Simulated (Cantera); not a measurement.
# Adiabatic ignition

An adiabatic, constant-volume homogeneous reactor starts with 6.09 % CH4, 0.670 % C2H6, 8.53 % O2, 84.7 % N2, equivalence ratio 1.7, at 1725 K and 0.987 atm.

Computed with Cantera and GRI-Mech 3.0 (53 species, 325 reactions).

| t (s) | T (K) | P (bar) | x CH4 | x C2H6 | x O2 | x CO | x C2H4 |
|---|---|---|---|---|---|---|---|
| 4.00e-6 | 1721 | 0.998 | 0.0609 | 0.00633 | 0.0853 | 6.14e-7 | 1.79e-5 |
| 1.16e-5 | 1715 | 0.995 | 0.0605 | 0.00564 | 0.0850 | 2.17e-5 | 0.000233 |
| 3.38e-5 | 1718 | 1.000 | 0.0569 | 0.00401 | 0.0828 | 0.000682 | 0.00204 |
| 9.82e-5 | 1943 | 1.17 | 0.0239 | 0.000365 | 0.0518 | 0.0220 | 0.00427 |
| 0.000285 | 2512 | 1.56 | <1e-12 | <1e-12 | 0.000190 | 0.0568 | <1e-12 |
| 0.000830 | 2544 | 1.58 | <1e-12 | <1e-12 | 9.29e-5 | 0.0570 | <1e-12 |
| 0.00241 | 2552 | 1.58 | <1e-12 | <1e-12 | 7.25e-5 | 0.0571 | <1e-12 |
| 0.00701 | 2551 | 1.58 | <1e-12 | <1e-12 | 7.15e-5 | 0.0571 | <1e-12 |
| 0.0204 | 2551 | 1.58 | <1e-12 | <1e-12 | 7.12e-5 | 0.0571 | <1e-12 |
| 0.0592 | 2551 | 1.58 | <1e-12 | <1e-12 | 7.12e-5 | 0.0571 | <1e-12 |
| 0.172 | 2551 | 1.58 | <1e-12 | <1e-12 | 7.12e-5 | 0.0571 | <1e-12 |
| 0.500 | 2551 | 1.58 | <1e-12 | <1e-12 | 7.12e-5 | 0.0571 | <1e-12 |
x: mole fraction; the columns are a selection and need not sum to one.

The time of steepest temperature rise is 0.113 ms, the temperature at 0.500 s is 2551 K and the equilibrium temperature is 2551 K. The x(CH4) at 0.500 s is <1e-12 (gas-phase equilibrium <1e-12), the x(C2H6) at 0.500 s is <1e-12 (gas-phase equilibrium <1e-12) and the x(O2) at 0.500 s is 7.12e-5 (gas-phase equilibrium 7.12e-5).
